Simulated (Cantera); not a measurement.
Adiabatic ignition

An adiabatic, constant-volume homogeneous reactor starts with H2 : O2 : N2 : H2O = 1 : 0.5 : 1.88 : 0.088 (molar parts), equivalence ratio 1.0, at 1723 K and 0.630 bar.

Cantera simulation using the H2/O2 subset of GRI-Mech 3.0, which has no nitrogen chemistry; the numbers are that mechanism's predictions, not measurements.

```csv
t (s),T (K),P (bar),x H2,x O2,x H2O,x H2O2,x HO2,x O,x H
2.00e-6,1723,0.630,0.288,0.144,0.0254,7.37e-8,3.36e-6,1.31e-6,9.37e-6
4.11e-6,1723,0.630,0.288,0.144,0.0255,2.13e-7,7.15e-6,1.46e-5,0.000102
8.46e-6,1732,0.633,0.271,0.137,0.0372,3.22e-7,2.26e-5,0.00150,0.0101
1.74e-5,1976,0.714,0.0672,0.0372,0.184,5.77e-7,1.15e-5,0.0313,0.104
3.58e-5,2293,0.812,0.0698,0.0321,0.197,2.90e-7,8.04e-6,0.0271,0.0783
7.37e-5,2657,0.918,0.0680,0.0266,0.217,2.60e-7,7.16e-6,0.0204,0.0526
0.000152,2921,0.991,0.0632,0.0225,0.236,5.05e-7,1.04e-5,0.0151,0.0365
0.000312,2955,1.000,0.0623,0.0220,0.238,5.71e-7,1.11e-5,0.0145,0.0346
0.000641,2956,1.000,0.0623,0.0220,0.238,5.72e-7,1.11e-5,0.0145,0.0346
0.00132,2956,1.000,0.0623,0.0220,0.238,5.72e-7,1.11e-5,0.0145,0.0346
0.00271,2956,1.000,0.0623,0.0220,0.238,5.72e-7,1.11e-5,0.0145,0.0346
0.00558,2956,1.000,0.0623,0.0220,0.238,5.72e-7,1.11e-5,0.0145,0.0346
0.0115,2956,1.000,0.0623,0.0220,0.238,5.72e-7,1.11e-5,0.0145,0.0346
0.0236,2956,1.000,0.0623,0.0220,0.238,5.72e-7,1.11e-5,0.0145,0.0346
0.0486,2956,1.000,0.0623,0.0220,0.238,5.72e-7,1.11e-5,0.0145,0.0346
0.100,2956,1.000,0.0623,0.0220,0.238,5.72e-7,1.11e-5,0.0145,0.0346
```
x: mole fraction; the columns are a selection and need not sum to one.

```json
{
 "time_of_steepest_temperature_rise": "11.0 µs",
 "temperature at 0.100 s": "2956 K",
 "equilibrium_temperature": "2956 K",
 "x(H2) at 0.100 s": "0.0623 (gas-phase equilibrium 0.0623)",
 "x(O2) at 0.100 s": "0.0220 (gas-phase equilibrium 0.0220)",
 "x(H2O) at 0.100 s": "0.238 (gas-phase equilibrium 0.238)"
}
```
